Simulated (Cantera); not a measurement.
Input: 1 mol CH₄, 0.095 mol NH₃, 50 mol H₂, equilibrated at 0.100 bar.

Cantera equilibrium calculation (NASA polynomials, part measured and part estimated; ideal gas, pure solids and liquids). Candidate condensed phases: C, C₆H₆, C₇H₈, C₈H₁₈; 92 gas species. The numbers say what is thermodynamically allowed, not how fast it happens. All values below are at 2100 °C.

Base state: H₂ 0.950, H 0.0430, C₂H₂ (acetylene) 0.00584, HCN 0.000947, N₂ 0.000368, HNC 9.51e-5, CH₄ 1.68e-5, C₄H₂ 1.48e-5 (mole fractions); condensed: C(graphite).

Problem. What changes in the equilibrium state with this change: NH₃ from 0.095 to 1.2 mol?

Solution. 
| species | before | after |
|---|---|---|
| H₂ | 0.950 | 0.938 |
| H | 0.0430 | 0.0428 |
| N₂ | 0.000368 | 0.00833 |
| HCN | 0.000947 | 0.00448 |
| HNC | 9.51e-5 | 0.000449 |
| CH₄ | 1.68e-5 | 1.64e-5 |
| CH₃ | 1.41e-5 | 1.39e-5 |
| C₄H₂ | 1.48e-5 | 1.46e-5 |
| C₂H₂ (acetylene) | 0.00584 | 0.00577 |
| C(graphite), mol | 0.314 | 0.0767 |
